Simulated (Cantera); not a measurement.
Feed: 1 mol Al(CH3)3, 12 mol N2O, 280 mol N2, held at 2148.15 K and 12.0 Pa.

Method: chemical equilibrium by Gibbs-energy minimisation in Cantera with the NASA 1993 tables (ideal gas, pure condensed phases). Candidate condensed phases: Al, AlN, Al2O3, C, C6H6, C7H8, C8H18, H2O; 148 gas species. The feed counts by its element totals alone. Kinetics and transport are ignored.

Base state: N2 0.950, H 0.0187, O 0.0105, CO 0.00844, O2 0.00357, H2 0.00241, H2O 0.00193, OH 0.00192 (mole fractions); condensed: Al2O3(s).

Problem. What changes in the equilibrium state with this change: Al(CH3)3 replaced by AlCl3?

Solution. 
```
species         before    after
-------------  -------  -------
N2               0.950    0.963
O               0.0105   0.0159
Cl                   0  0.00985
H               0.0187        0
AlOCl                0  3.59e-5
CO             0.00844        0
H2             0.00241        0
Al2O3(s), mol    0.491    0.486
```
Further candidate phases: AlCl3.

Problem. What changes in the equilibrium state with this change: temperature from 2148.15 K to 623.15 K?

Solution. 
```csv
species,before,after
N2,0.950,0.975
H2O,0.00193,0.0150
CO2,0.00132,0.0100
H,0.0187,<1e-9
O,0.0105,<1e-9
AlO,3.77e-5,<1e-9
CO,0.00844,<1e-9
O2,0.00357,<1e-9
H2,0.00241,<1e-9
OH,0.00192,<1e-9
NO,0.00160,<1e-9
"Al2O3(s), mol",0.491,0.500
```

Problem. What changes in the equilibrium state with this change: pressure from 12.0 Pa to 3.40 mbar?

Solution. 
```
species         before    after
-------------  -------  -------
N2               0.950    0.966
H2O            0.00193  0.00970
CO             0.00844  0.00567
H               0.0187  0.00359
O               0.0105  0.00179
AlO            3.77e-5  6.07e-7
Al             1.09e-5  3.64e-8
CO2            0.00132  0.00427
O2             0.00357  0.00292
NO             0.00160  0.00146
Al2O3(s), mol    0.491    0.499
```
